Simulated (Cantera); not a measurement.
Charge: 1 mol n-butane, 28 mol H2, 4 mol N2, held at 1177 °C and 620000 Pa.

Cantera equilibrium calculation (NASA polynomials, part measured and part estimated; ideal gas, pure solids and liquids). Candidate condensed phases: C, C6H6, C7H8, C8H18; 92 gas species. Equilibrium is a limit: real reactors are often held back by kinetics, nucleation or transport.

**Question.** What is the equilibrium state?

**Answer.** 
| Property | Value |
|---|---|
| x(H2) | 0.874 |
| x(N2) | 0.110 |
| x(CH4) | 0.0157 |
| x(HCN) | 0.000227 |
| x(NH3) | 0.000121 |
| x(C2H4) | 1.10e-5 |
| x(C2H2 (acetylene)) | 4.26e-6 |
| x(H) | 3.55e-6 |
| x(HNC) | 3.24e-6 |
| n(C(graphite)) | 3.42 mol |
| gas amount | 36.43 mol |
